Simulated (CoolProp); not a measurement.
Computed with CoolProp (reference Helmholtz-energy equation of state, McLinden 2015).

Question: Give the vapour pressure (bar), vapour density (kg/m³) of saturated the fluoroketone C6F12O (FK-5-1-12) at 241.2, 244.2, 256.4 K.

Answer: 
```tsv
T (K)	p (bar)	vapour density (kg/m³)
241.2	0.0174	0.275
244.2	0.0215	0.336
256.4	0.0480	0.716
```
